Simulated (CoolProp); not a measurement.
Hydrogen chloride at 298.15 K and 7.96 MPa is throttled through a valve to 3.39 MPa with no heat exchange. Each further row changes one setting.

Model: reference Helmholtz-energy equation of state, Thol 2018, in CoolProp.

```
case                      temperature change (K)                       final phase  final density (kg/m³)
------------------------  ----------------------  --------------------------------  ---------------------
as stated                                  -14.3  two-phase, vapour fraction 0.099                    [?]
outlet pressure 1.02 MPa                     [?]  two-phase, vapour fraction 0.294                    [?]
outlet pressure 4.41 MPa                     [?]                               [?]                    765
```

Problem. Complete the blanks.

Solution. 
- as stated, final density (kg/m³): 429
- outlet pressure 1.02 MPa, temperature change (K): -56.7
- outlet pressure 1.02 MPa, final density (kg/m³): 69.5
- outlet pressure 4.41 MPa, temperature change (K): -3.2
- outlet pressure 4.41 MPa, final phase: two-phase, vapour fraction 0.012
